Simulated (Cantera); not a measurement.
Input: 1 mol HMDSO, 1.9 mol N2O, 1 mol O2, at 0.195 Torr.

Method: chemical equilibrium by Gibbs-energy minimisation in Cantera with the NASA 1993 tables (ideal gas, pure condensed phases). Candidate condensed phases: C, C6H6, C7H8, C8H18, H2O, Si, SiC, SiO2, Si2N2O, Si3N4; 151 gas species. The feed counts by its element totals alone. Mutual solubility and eutectic melting of coexisting phases are not modelled. The tables' values for SiN are old estimates; treat these amounts as uncertain. The numbers say what is thermodynamically allowed, not how fast it happens.

x: gas mole fraction; n: condensed amount in mol.

| T (°C) | x H2 | x CO | x N2 | x H | x H2O | x SiO | x CO2 | n C(graphite) | n SiO2(α-quartz) | n SiO2(β-quartz) | n Si2N2O(s) | n SiC(s) |
|---|---|---|---|---|---|---|---|---|---|---|---|---|
| 350 | 0.758 | 0.0195 | 0.169 | <1e-12 | 0.0290 | <1e-12 | 0.0159 | 5.52 | 2.00 | 0 | 0 | 0 |
| 450 | 0.763 | 0.0699 | 0.162 | 4.57e-12 | 0.00283 | <1e-12 | 0.00199 | 5.15 | 2.00 | 0 | 0 | 0 |
| 550 | 0.763 | 0.0760 | 0.161 | 3.97e-10 | 0.000199 | <1e-12 | 7.18e-5 | 5.10 | 2.00 | 0 | 0 | 0 |
| 650 | 0.763 | 0.0762 | 0.161 | 1.32e-8 | 2.34e-5 | <1e-12 | 4.77e-6 | 5.10 | 0 | 2.00 | 0 | 0 |
| 750 | 0.760 | 0.0814 | 0.159 | 2.24e-7 | 4.40e-6 | 1.50e-9 | 6.16e-7 | 5.04 | 0 | 1.96 | 0.0212 | 0 |
| 850 | 0.652 | 0.283 | 0.0652 | [?] | [?] | [?] | [?] | 2.10 | 0 | 0 | 1.000 | 0 |
| 950 | 0.652 | 0.283 | 0.0652 | 1.51e-5 | 9.63e-7 | 1.39e-5 | 2.86e-7 | 2.10 | 0 | 0 | 1.000 | 0 |
| 1050 | 0.596 | 0.301 | 0.103 | 7.59e-5 | 3.42e-7 | 0.000254 | 9.31e-8 | 0.160 | 0 | 0 | 0.351 | 1.29 |
| 1150 | 0.586 | 0.297 | 0.109 | 0.000315 | 5.79e-7 | 0.00710 | 1.30e-7 | 0 | 0 | 0 | 0.227 | 1.44 |
| 1250 | 0.569 | 0.281 | 0.120 | 0.00108 | 4.16e-7 | 0.0285 | 7.67e-8 | 0 | 0 | 0 | 0 | 1.55 |
| 1350 | 0.567 | 0.281 | 0.120 | 0.00323 | 1.78e-7 | 0.0285 | 2.85e-8 | 0 | 0 | 0 | 0 | 1.55 |
| 1450 | 0.563 | 0.280 | 0.120 | 0.00848 | 8.35e-8 | 0.0283 | 1.18e-8 | 0 | 0 | 0 | 0 | 1.55 |
| 1550 | 0.553 | 0.279 | 0.119 | [?] | [?] | 0.0274 | [?] | 0 | 0 | 0 | 0 | 1.53 |
| 1650 | 0.531 | 0.277 | 0.116 | 0.0426 | 2.04e-8 | 0.0235 | 2.48e-9 | 0 | 0 | 0 | 0 | 1.47 |

### Question
Fill in the missing entries.

### Answer

- 1550, x H: 0.0200
- 1550, x H2O: 4.16e-8
- 1550, x CO2: 5.37e-9
- 850, x H: 2.13e-6
- 850, x H2O: 3.16e-6
- 850, x SiO: 3.54e-7
- 850, x CO2: 1.25e-6
